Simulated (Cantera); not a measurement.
## Diamond growth

A diamond (100) surface in a fixed gas of H2 with x(CH4) = 0.0066, x(H) = 0.0031, x(CH3) = 0.00056, at 1325 K; coverages are run to steady state.

Cantera simulation using the Harris–Goodwin 1993 mechanism for the reconstructed diamond (100) surface; the numbers are that mechanism's predictions, not measurements.

```
P (Pa)  growth (µm/h)  θ c6HH  θ c6H*  θ c6*H  θ c6**    θ c6HM
------  -------------  ------  ------  ------  ------  --------
310             0.108   0.381  0.0511   0.524  0.0422   3.97e-5
640             0.319   0.381  0.0511   0.524  0.0419   8.88e-5
1300            0.830   0.381  0.0510   0.524  0.0417  0.000192
2600             1.99   0.381  0.0510   0.523  0.0415  0.000396
5300             4.84   0.381  0.0510   0.523  0.0413  0.000816
11000            12.5   0.380  0.0509   0.522  0.0412   0.00166
22000            32.8   0.379  0.0509   0.520  0.0411   0.00315
45000            94.4   0.378  0.0507   0.517  0.0409   0.00577
```
θ: site fractions in the mechanism's names (c6HH fully hydrogenated, c6H* and c6*H radical sites, c6** diradical, c6HM methylated).
